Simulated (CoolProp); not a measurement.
Vapour-liquid equilibrium of isobutane (1) + R245fa (2) at 377.7 K; x and y are mole fractions of (1).

The numbers come from the multi-fluid Helmholtz-energy mixture model, Bücker 2006 and Akasaka 2015; pair parameters Bell 2016 in CoolProp.

```
x     bubble pressure, mixture model (bar)  bubble pressure, Raoult's law (bar)  y, mixture model  y, Raoult's law
----  ------------------------------------  -----------------------------------  ----------------  ---------------
0.05                                 15.88                                14.36             0.126            0.075
0.15                                 18.89                                15.12             0.288            0.214
0.25                                     ?                                15.89             0.391            0.340
0.35                                     ?                                16.65             0.467            0.454
0.45                                     ?                                17.41             0.532            0.558
0.55                                 24.44                                18.17             0.594            0.654
0.65                                 24.79                                18.93             0.659            0.742
0.75                                 24.69                                19.70             0.732            0.823
0.85                                 24.04                                20.46             0.817            0.897
0.95                                 22.65                                21.22             0.928            0.967
```

Question: Complete the blanks.

Answer: 
- 0.25, bubble pressure, mixture model (bar): 21.06
- 0.35, bubble pressure, mixture model (bar): 22.61
- 0.45, bubble pressure, mixture model (bar): 23.72

The largest gap from Raoult's law is +36.2 % in bubble pressure, at x = 0.45. y crosses x between x = 0.65 and 0.75: the model has an azeotrope there.

Pair parameters are fitted to limited data, so mixtures are less certain than the pure fluids.
